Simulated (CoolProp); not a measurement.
Properties of nitrogen along the isotherm -166.95 °C.

Model: reference Helmholtz-energy equation of state, Span 2000, in CoolProp.

```
p (MPa)   phase  speed of sound (m/s)  Joule-Thomson coefficient (K/MPa)  viscosity (µPa s)  conductivity (mW/(m K))
-------  ------  --------------------  ---------------------------------  -----------------  -----------------------
0.107       gas                 208.1                              14.37               7.37                     9.98
0.158       gas                 207.1                              14.43                [?]                     10.0
0.231       gas                 205.7                              14.52               7.43                     10.1
0.34        gas                 203.5                              14.64               7.49                     10.3
0.498       gas                 200.1                              14.83               7.59                      [?]
0.732       gas                 194.7                              15.14               7.75                     11.0
1.07        gas                 185.4                              15.65                [?]                     12.0
1.58     liquid                 538.3                             0.1186               64.0                     89.0
2.31     liquid                 555.5                            0.07057               65.7                     90.8
3.4      liquid                 578.5                            0.01169               68.1                     93.4
4.98     liquid                 607.6                           -0.05503               71.4                     96.7
7.32     liquid                 644.5                            -0.1284               75.8                      101
10.7     liquid                 689.4                            -0.2028               81.6                      107
15.8     liquid                 745.3                            -0.2772               89.7                      114
23.1     liquid                 810.5                            -0.3437                100                      123
34       liquid                 889.2                            -0.4019                115                      135
```

Question: What belongs in the gaps?

Answer: 
- 0.158, viscosity (µPa s): 7.39
- 0.498, conductivity (mW/(m K)): 10.5
- 1.07, viscosity (µPa s): 8.03

Viscosity comes from a separate model (Lemmon 2004). Thermal conductivity comes from a separate model (Lemmon 2004).
